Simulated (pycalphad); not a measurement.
CALPHAD calculation (pycalphad, COST 507 light-alloy database (1999)), 1 atm. These are 1990s assessments: newer ones move some temperatures and phases. Phase fractions are per mole of atoms. Kinetics are ignored, which matters at the lower temperatures.

Task: Give the equilibrium state of Ti-2.32B (at.%) at 577 °C.

Result: HCP_A3, fraction 0.955, with 0.07 B at.%; BM, fraction 0.045, with 50.0 B at.%.

Task: Give the equilibrium state of Ti-2.32B (at.%) at 1127 °C.

Result: BCC_A2, fraction 0.957, with 0.17 B at.%; BM, fraction 0.043, with 50.0 B at.%.

Database names, with the compositions (at.%) that they take in these runs: BM: Ti 50 B 50. BCC_A2 is bcc; HCP_A3 is hcp.
